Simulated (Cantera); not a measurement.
Cantera run, input and output.

```python
import numpy as np
import cantera as ct

surf = ct.Interface("diamond.yaml", "diamond_100")
gas, bulk = surf.adjacent["gas"], surf.adjacent["diamond"]
k = surf.kinetics_species_index(bulk.species_names[0])
cover = ["c6HH", "c6H*", "c6*H", "c6**", "c6HM", "c6B"]

rows, drift = [], 0.0
print(f"{'P':>10s}{'um/h':>11s}" + "".join(f"{s:>11s}" for s in cover))
for v in [610, 1100, 2100, 4000, 7400, 14000, 26000, 48000]:
    T, P, xH, xCH3 = 975, v, 0.0081, 0.00023
    gas.TPX = T, P, {"H": xH, "CH3": xCH3, "CH4": 0.0063, "H2": 1 - xH - xCH3 - 0.0063}
    surf.TP = bulk.TP = T, P
    surf.coverages = "c6H*:0.1, c6HH:0.9"
    surf.advance_coverages(100.0)
    before = surf.coverages
    surf.advance_coverages(100.0)
    drift = max(drift, np.max(np.abs(surf.coverages - before) / (surf.coverages + 1e-9)))
    rate = surf.net_production_rates[k] * bulk.mean_molecular_weight / bulk.density * 3.6e9
    rows.append([rate, *surf[cover].coverages])
    print(f"{v:10.4g}{rate:11.4e}" + "".join(f"{x:11.3e}" for x in rows[-1][1:]))
```

Output:

```
         P       um/h       c6HH       c6H*       c6*H       c6**       c6HM        c6B
       610 5.8786e-01  6.075e-01  1.584e-02  3.483e-01  7.904e-03  1.527e-02  1.595e-09
      1100 1.1039e+00  6.070e-01  1.583e-02  3.480e-01  7.898e-03  1.592e-02  2.995e-09
      2100 2.1606e+00  6.066e-01  1.584e-02  3.478e-01  7.895e-03  1.633e-02  5.863e-09
      4000 4.1709e+00  6.064e-01  1.586e-02  3.477e-01  7.897e-03  1.655e-02  1.132e-08
      7400 7.7712e+00  6.063e-01  1.591e-02  3.476e-01  7.903e-03  1.667e-02  2.109e-08
   1.4e+04 1.4767e+01  6.063e-01  1.602e-02  3.474e-01  7.916e-03  1.674e-02  4.007e-08
   2.6e+04 2.7512e+01  6.062e-01  1.621e-02  3.472e-01  7.941e-03  1.679e-02  7.465e-08
   4.8e+04 5.0960e+01  6.062e-01  1.656e-02  3.468e-01  7.986e-03  1.683e-02  1.383e-07
```

Cantera simulation using the Harris–Goodwin 1993 mechanism for the reconstructed diamond (100) surface; the numbers are that mechanism's predictions, not measurements.
